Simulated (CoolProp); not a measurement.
Values from CoolProp's reference Helmholtz-energy equation of state, Bücker 2006.

Q: Give the vapour pressure (MPa), liquid density (kg/m³), liquid cp (kJ/(kg K)), liquid viscosity (µPa s) of saturated ethane at 271.8, 281.6 K.

A: 
```tsv
T (K)	p (MPa)	liquid density (kg/m³)	liquid cp (kJ/(kg K))	liquid viscosity (µPa s)
271.8	2.31	404	3.56	59.5
281.6	2.91	378	4.10	51.5
```

Viscosity comes from a separate model (Friend 1991).
